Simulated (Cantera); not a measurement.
Feed: 1 mol NF₃, 0.0057 mol SO₂, at 0.220 bar.

Equilibrium computed with Cantera from the NASA thermochemical tables; the gas is ideal and each condensed phase is pure. Candidate condensed phases: S; 63 gas species. Ions and electrons are included (thermal ionisation). Rates play no part. All values below are at 4750 K.

Base state: F 0.847, N₂ 0.134, N 0.0140, O 0.00317, S 0.00160, NO 4.77e-5, NF 1.12e-5 (mole fractions); condensed: gas only.

### Question
What changes in the equilibrium state with this change: SO₂ from 0.0057 to 0.0033 mol?

### Answer
| species | before | after |
|---|---|---|
| F | 0.847 | 0.849 |
| N₂ | 0.134 | 0.134 |
| N | 0.0140 | 0.0140 |
| O | 0.00317 | 0.00184 |
| S | 0.00160 | 0.000927 |
| NO | 4.77e-5 | 2.77e-5 |
| NF | 1.12e-5 | 1.13e-5 |
